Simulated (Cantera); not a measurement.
A closed system holds: 1 mol Cu₂O, 5.6 mol CO, 10 mol H₂, 3.6 mol C, at 13.3 mbar.

Method: chemical equilibrium by Gibbs-energy minimisation in Cantera with the NASA 1993 tables (ideal gas, pure condensed phases). Candidate condensed phases: C, C₆H₆, C₇H₈, C₈H₁₈, Cu, CuO, Cu(OH)₂, Cu₂O, H₂O; 113 gas species. Kinetics and transport are ignored.

At 1473 K, list the 5 most abundant gas species with their mole fractions, and the condensed phases.

H₂ 0.602, CO 0.397, Cu 0.000388, H 8.50e-5, CH₄ 1.42e-5. Condensed: C(graphite) + Cu(l).
